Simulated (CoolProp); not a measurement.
Saturation properties of cyclohexane (Tc = 280.5 °C, pc = 4081 kPa, ω = 0.209).

Computed with CoolProp (reference Helmholtz-energy equation of state, Zhou 2014).

```csv
T (°C),p (kPa),liquid density (kg/m³),enthalpy of vaporisation (kJ/kg),surface tension (mN/m),liquid viscosity (µPa s),vapour viscosity (µPa s)
34.85,19.96,764.5,386.3,23.2,758,7.20
54.85,43.31,745.2,373.5,20.9,568,7.59
74.85,84.66,725.4,360.3,18.6,441,7.99
94.85,152.0,704.9,346.5,16.3,351,8.39
114.85,254.8,683.7,331.8,14.1,285,8.82
134.75,402.4,661.6,316.1,12.0,235,9.28
154.75,607.6,638.1,298.8,9.97,196,9.80
174.75,881.5,612.7,279.4,8.01,166,10.4
194.75,1237,584.9,257.4,6.15,141,11.2
```

It boils at 80.7 °C under 1 atm.

Viscosity comes from a separate model (Tariq 2014). Surface tension comes from a separate correlation (Mulero 2012).
